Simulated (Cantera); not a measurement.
**Stirred combustor or abatement burner**

A perfectly stirred reactor is fed with 4.92 % CH₄, 0.172 % C₂H₆, 23.6 % O₂, 62.5 % N₂, 8.85 % CO₂, at 1730 Torr; it is adiabatic with a 598 K inlet, and is followed from long to short residence time, starting on the burning branch (τ in s: 0.03, 0.013, 0.0059, 0.0026, 0.0012, 0.00051, 0.00023, 0.0001, 4.4e-05, 2e-05).

Model: GRI-Mech 3.0 (53 species, 325 reactions), integrated in Cantera.

```tsv
τ (s)	T (K)	x CH₄	x C₂H₆	x O₂	x CH₂O	x HCN	x NO	x C₂H₂
0.030	1702	2.28e-5	2.03e-7	0.132	2.43e-6	2.16e-9	4.18e-6	2.22e-7
0.013	1697	3.97e-5	3.64e-7	0.132	4.39e-6	2.75e-9	3.91e-6	2.95e-7
0.0059	1690	6.72e-5	6.27e-7	0.132	7.70e-6	3.39e-9	3.45e-6	3.67e-7
0.0026	1679	0.000118	1.11e-6	0.132	1.39e-5	4.22e-9	2.76e-6	4.36e-7
0.0012	1660	0.000208	1.96e-6	0.133	2.50e-5	5.53e-9	2.02e-6	4.94e-7
0.00051	1624	0.000429	4.04e-6	0.136	5.08e-5	8.32e-9	1.24e-6	5.75e-7
0.00023	598	0.0492	0.00172	0.236	<1e-12	<1e-12	<1e-12	<1e-12
0.00010	598	0.0492	0.00172	0.236	<1e-12	<1e-12	<1e-12	<1e-12
4.4e-5	598	0.0492	0.00172	0.236	<1e-12	<1e-12	<1e-12	<1e-12
2.0e-5	598	0.0492	0.00172	0.236	<1e-12	<1e-12	<1e-12	<1e-12
```
x: mole fraction; the columns are a selection and need not sum to one.
